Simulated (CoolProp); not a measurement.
CH3F (R41) along the isotherm 46.25 °C: density (kg/m³) from the reference equation and from simpler models built on Tc = 44.1 °C, pc = 59.06 bar, ω = 0.200; each cubic takes its own stable root.

Computed with CoolProp (reference Helmholtz-energy equation of state, Lemmon 2006). It is a short technical equation, of lower accuracy than the large ones.

```tsv
p (bar)	phase	reference	Redlich-Kwong	Soave-Redlich-Kwong	Peng-Robinson
2.46	gas	3.204	3.197	3.197	3.203
4.92	gas	6.518	6.489	6.489	6.510
7.38	gas	9.949	9.882	9.881	9.930
9.84	gas	13.51	13.38	13.38	13.47
12.3	gas	17.20	17.00	17.00	17.14
14.8	gas	21.11	20.81	20.81	21.02
17.2	gas	25.03	24.61	24.60	24.90
19.7	gas	29.29	28.71	28.70	29.10
22.1	gas	33.58	32.82	32.80	33.33
24.6	gas	38.27	37.28	37.26	37.93
27.1	gas	43.22	41.96	41.94	42.78
29.5	gas	48.25	46.68	46.65	47.69
```
